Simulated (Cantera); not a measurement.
An adiabatic, constant-pressure homogeneous reactor starts with 26.5 % CO, 1.33 % H₂, 12.7 % O₂, 47.5 % N₂, 11.9 % CO₂, at 950 K and 5.00 bar.

Cantera simulation using GRI-Mech 3.0 (53 species, 325 reactions); the numbers are that mechanism's predictions, not measurements. The hydrogen kinetics of GRI-Mech 3.0 are dated; newer H2 mechanisms differ, most at raised pressure.

**Question.** Predict: time of steepest temperature rise; temperature at 0.400 s; equilibrium temperature; x(CO) at 0.400 s; x(H₂) at 0.400 s; x(O₂) at 0.400 s; x(NO) at 0.400 s; x(HO₂) at 0.400 s; x(NO₂) at 0.400 s.

**Answer.** 
```json
{
 "time_of_steepest_temperature_rise": "19.9 ms",
 "temperature at 0.400 s": "2526 K",
 "equilibrium_temperature": "2526 K",
 "x(CO) at 0.400 s": "0.0613 (gas-phase equilibrium 0.0613)",
 "x(H₂) at 0.400 s": "0.000356 (gas-phase equilibrium 0.000356)",
 "x(O₂) at 0.400 s": "0.0132 (gas-phase equilibrium 0.0132)",
 "x(NO) at 0.400 s": "0.00497 (gas-phase equilibrium 0.00497)",
 "x(HO₂) at 0.400 s": "1.05e-6 (gas-phase equilibrium 1.05e-6)",
 "x(NO₂) at 0.400 s": "2.40e-6 (gas-phase equilibrium 2.40e-6)"
}
```
